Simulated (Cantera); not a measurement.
A closed system holds: 1 mol Si, 0.29 mol N2O, a varied amount of H2, at 2000 K and 1.33 mbar.

Equilibrium computed with Cantera from the NASA thermochemical tables; the gas is ideal and each condensed phase is pure. Candidate condensed phases: H2O, Si, SiO2, Si2N2O, Si3N4; 35 gas species. Gases not in the tables: Si2H6 and higher silanes. The numbers say what is thermodynamically allowed, not how fast it happens.

Problem. What share of the Si ends up in condensed phases as a function of n(H2) (mol), at 1.1, 2, 3.5, 6.3, 11, 19, 34, 61, 110, 190, 330?

Solution. 
```csv
n(H2) (mol),Si condensed (%),as
1.1,64.9,Si(l)
2,61.6,Si(l)
3.5,56.1,Si(l)
6.3,45.8,Si(l)
11,28.7,Si(l)
19,0.0,-
34,0.0,-
61,0.0,-
110,0.0,-
190,0.0,-
330,0.0,-
```
